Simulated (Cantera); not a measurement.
A perfectly stirred reactor is fed with 29.9 % H₂, 19.2 % O₂, 50.9 % N₂, equivalence ratio 0.78, at 1.00 atm; it is adiabatic with a 700 K inlet, and is followed from long to short residence time, starting on the burning branch (τ in s: 0.35, 0.13, 0.051, 0.02, 0.0076, 0.0029, 0.0011, 0.00043, 0.00017, 6.4e-05, 2.5e-05).

Computed with Cantera and GRI-Mech 3.0 (53 species, 325 reactions).

Q: Predict: blow-out, bracketed by the residence times tried; x(H₂) at τ = 0.350 s; x(O₂) at τ = 0.350 s; x(NO₂) at τ = 0.350 s; x(HO₂) at τ = 0.350 s; x(H₂O) at τ = 0.350 s; x(H₂) at τ = 2.90 ms; x(O₂) at τ = 2.90 ms; x(NO₂) at τ = 2.90 ms; x(HO₂) at τ = 2.90 ms; x(H₂O) at τ = 2.90 ms.

A: 
* **blow-out, bracketed by the residence times tried**: burning at 25.0 µs, the shortest tried
* **x(H₂) at τ = 0.350 s**: 0.0144
* **x(O₂) at τ = 0.350 s**: 0.0435
* **x(NO₂) at τ = 0.350 s**: 3.87e-6
* **x(HO₂) at τ = 0.350 s**: 1.00e-5
* **x(H₂O) at τ = 0.350 s**: 0.317
* **x(H₂) at τ = 2.90 ms**: 0.0165
* **x(O₂) at τ = 2.90 ms**: 0.0470
* **x(NO₂) at τ = 2.90 ms**: 1.31e-6
* **x(HO₂) at τ = 2.90 ms**: 1.02e-5
* **x(H₂O) at τ = 2.90 ms**: 0.312
